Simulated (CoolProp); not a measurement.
Vapour pressure (MPa) of octamethylcyclotetrasiloxane (D4): the reference equation beside estimates from Tc = 313.4 °C, pc = 1.347 MPa, ω = 0.598. Clausius-Clapeyron is anchored at 37.05 °C with a constant enthalpy of vaporisation of 53.71 kJ/mol.

Values from CoolProp's reference Helmholtz-energy equation of state, Thol 2015.

```json
[
 {"T (°C)": "37.05", "reference": "0.0003152", "Lee-Kesler": "0.0003502", "Clausius-Clapeyron": "0.0003152"},
 {"T (°C)": "42.85", "reference": "0.0004611", "Lee-Kesler": "0.0005045", "Clausius-Clapeyron": "0.0004620"},
 {"T (°C)": "48.65", "reference": "0.0006626", "Lee-Kesler": "0.0007153", "Clausius-Clapeyron": "0.0006678"},
 {"T (°C)": "54.45", "reference": "0.0009362", "Lee-Kesler": "0.0009988", "Clausius-Clapeyron": "0.0009527"},
 {"T (°C)": "60.35", "reference": "0.001309", "Lee-Kesler": "0.001382", "Clausius-Clapeyron": "0.001350"},
 {"T (°C)": "66.15", "reference": "0.001794", "Lee-Kesler": "0.001877", "Clausius-Clapeyron": "0.001880"},
 {"T (°C)": "71.95", "reference": "0.002424", "Lee-Kesler": "0.002516", "Clausius-Clapeyron": "0.002589"},
 {"T (°C)": "77.75", "reference": "0.003232", "Lee-Kesler": "0.003332", "Clausius-Clapeyron": "0.003528"},
 {"T (°C)": "83.55", "reference": "0.004256", "Lee-Kesler": "0.004362", "Clausius-Clapeyron": "0.004759"},
 {"T (°C)": "89.35", "reference": "0.005540", "Lee-Kesler": "0.005650", "Clausius-Clapeyron": "0.006359"},
 {"T (°C)": "95.25", "reference": "0.007163", "Lee-Kesler": "0.007274", "Clausius-Clapeyron": "0.008459"},
 {"T (°C)": "101.05", "reference": "0.009126", "Lee-Kesler": "0.009233", "Clausius-Clapeyron": "0.01110"},
 {"T (°C)": "106.85", "reference": "0.01151", "Lee-Kesler": "0.01161", "Clausius-Clapeyron": "0.01445"}
]
```

Absolute difference from the reference over all 13 rows, mean and median: Lee-Kesler 4.6 and 3.8 %, Clausius-Clapeyron 9.1 and 6.8 %.
